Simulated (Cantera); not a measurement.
Feed: 1 mol C, 1.2 mol O2, 4.1 mol H2, 0.98 mol NH3, held at 2400 K and 10.0 mbar.

Equilibrium computed with Cantera from the NASA thermochemical tables; the gas is ideal and each condensed phase is pure. Candidate condensed phases: C, C6H6, C7H8, C8H18, H2O; 136 gas species. The numbers say what is thermodynamically allowed, not how fast it happens.

Base state: H2 0.510, H2O 0.171, CO 0.126, H 0.114, N2 0.0651, CO2 0.00712, OH 0.00698, O 0.00104 (mole fractions); condensed: gas only.

**Question.** What changes in the equilibrium state with this change: NH3 from 0.98 to 0.11 mol?

**Answer.** 
| species | before | after |
|---|---|---|
| H2 | 0.510 | 0.471 |
| H2O | 0.171 | 0.222 |
| CO | 0.126 | 0.163 |
| N2 | 0.0651 | 0.00967 |
| CO2 | 0.00712 | 0.0131 |
| H | 0.114 | 0.109 |
| O2 | 0.000144 | 0.000287 |
| NO | 0.000144 | 7.85e-5 |
| O | 0.00104 | 0.00147 |
| OH | 0.00698 | 0.00948 |

**Question.** What changes in the equilibrium state with this change: temperature from 2400 K to 2800 K?

**Answer.** 
```csv
species,before,after
H,0.114,0.430
H2,0.510,0.277
CO,0.126,0.100
H2O,0.171,0.0720
O,0.00104,0.0308
OH,0.00698,0.0315
N2,0.0651,0.0504
O2,0.000144,0.00322
NO,0.000144,0.00115
CO2,0.00712,0.00375
```

**Question.** What changes in the equilibrium state with this change: temperature from 2400 K to 823.15 K?

**Answer.** 
```json
[
 {"species": "H2", "before": "0.510", "after": "0.651"},
 {"species": "H2O", "before": "0.171", "after": "0.137"},
 {"species": "CO", "before": "0.126", "after": "0.0803"},
 {"species": "H", "before": "0.114", "after": "<1e-9"},
 {"species": "CO2", "before": "0.00712", "after": "0.0612"},
 {"species": "N2", "before": "0.0651", "after": "0.0694"},
 {"species": "OH", "before": "0.00698", "after": "<1e-9"},
 {"species": "O", "before": "0.00104", "after": "<1e-9"}
]
```
